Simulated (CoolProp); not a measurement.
A single-stage vapour-compression cycle with R13: evaporating at 198.15 K (dew point), condensing at 248.15 K (bubble point), superheat 5 K, subcooling 0 K, compressor efficiency 0.6, no pressure losses. Each further row changes one setting.

The numbers come from the reference Helmholtz-energy equation of state, Platzer 1990 in CoolProp. This equation is an older, rougher fit; its heat capacities, sound speeds and derivatives of the liquid may be far off and weren't checked against measurements.

| case | cooling COP | pressure ratio | discharge temperature (K) | refrigerating effect (kJ/kg) | volumetric capacity (kJ/m³) |
|---|---|---|---|---|---|
| as stated | 1.79 | 6.97 | 307.0 | 101 | 920 |
| evaporating temperature 203.15 K | 2.09 | 5.48 | 299.8 | 103 | 1180 |
| condensing temperature 243.15 K | 2.06 | 5.97 | 298.4 | 106 | 968 |
| subcooling 5 K | 1.88 | 6.97 | 307.0 | 106 | 968 |
| superheat 15 K | 1.79 | 6.97 | 319.3 | 106 | 918 |
| compressor efficiency 0.5 | 1.49 | 6.97 | 322.8 | 101 | 920 |
